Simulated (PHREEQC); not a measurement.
Synthetic water in mg/L, 25 °C, pH 2.86, pe 8.6:

```csv
constituent,mg/L
Na,81.1
K,5.86
Ca,22
Mg,28.8
Cl,39.9
S(6) as SO4,432
Pb,0.154
N(5) as NO3,0.709
B,0.211
```

Cl is adjusted to close the charge balance.
Valence states are taken as typed.

Computed with PHREEQC (ion-association model, phreeqc.dat).

Each row changes one thing in this solution. This is a speciation only: nothing precipitates in the calculation.

```csv
case,ionic strength (mol/kgw),HSO4- (mol/kgw),MgSO4 (mol/kgw),KSO4- (mol/kgw),CaHSO4+ (mol/kgw),Pb+2 (mol/kgw),SI of Anglesite (PbSO4),SI of Gypsum (CaSO4:2H2O)
as made,0.0128,0.000353,0.000311,2.42e-6,1.18e-6,4.02e-7,-1.43,-1.61
Pb from 0.154 to 0.462 mg/L,0.0128,0.000353,0.000311,2.42e-6,1.18e-6,?,?,-1.61
temperature from 25 to 45 °C at the same typed pH,?,0.000520,0.000408,3.07e-6,1.70e-6,4.18e-7,?,-1.62
B from 0.211 to 0.422 mg/L,0.0128,0.000353,0.000311,2.42e-6,1.18e-6,4.02e-7,-1.43,-1.61
```

Question: Some entries are withheld; supply them.

Answer: 
- Pb from 0.154 to 0.462 mg/L, Pb+2 (mol/kgw): 1.21e-6
- Pb from 0.154 to 0.462 mg/L, SI of Anglesite (PbSO4): -0.96
- temperature from 25 to 45 °C at the same typed pH, ionic strength (mol/kgw): 0.0122
- temperature from 25 to 45 °C at the same typed pH, SI of Anglesite (PbSO4): -1.56

Away from 25 °C the constants follow the database's enthalpies or fits; those with neither stay at their 25 °C values.
